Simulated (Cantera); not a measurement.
Input: 1 mol CH3F, 0.17 mol CH4, 14 mol H2, at 2652 °C and 15.0 Pa.

These are equilibrium values from Cantera (NASA tables, ideal gas, pure condensed phases), not measurements of a reactor. Candidate condensed phases: C, C6H6, C7H8, C8H18; 95 gas species. The numbers say what is thermodynamically allowed, not how fast it happens.

Base state: H 0.933, C 0.0234, HF 0.0190, F 0.0114, H2 0.00840, C3 0.00272, C2 0.00189, CF 0.000161 (mole fractions); condensed: gas only.

Q: What changes in the equilibrium state with this change: temperature from 2652 °C to 1427 °C?

A: 
```csv
species,before,after
H2,0.00840,0.927
HF,0.0190,0.0608
H,0.933,0.0116
C,0.0234,<1e-9
F,0.0114,7.46e-8
C3,0.00272,<1e-9
C2,0.00189,<1e-9
CF,0.000161,<1e-9
C2H,0.000148,4.75e-9
CH,1.34e-5,<1e-9
"C(graphite), mol",0,1.17
```

Q: What changes in the equilibrium state with this change: pressure from 15.0 Pa to 10000 Pa?

A: 
```csv
species,before,after
H2,0.00840,0.611
H,0.933,0.308
HF,0.0190,0.0515
C2H2 (acetylene),8.63e-6,0.0254
C,0.0234,0.000223
F,0.0114,0.000140
C4H2,3.70e-9,0.000439
CH3,<1e-9,2.35e-5
```

Q: What changes in the equilibrium state with this change: temperature from 2652 °C to 2427 °C?

A: 
```tsv
species	before	after
H	0.933	0.911
H2	0.00840	0.0386
HF	0.0190	0.0297
C	0.0234	0.00739
F	0.0114	0.00238
C2H2 (acetylene)	8.63e-6	0.000249
C5	8.13e-7	1.54e-5
C2H	0.000148	0.000625
```
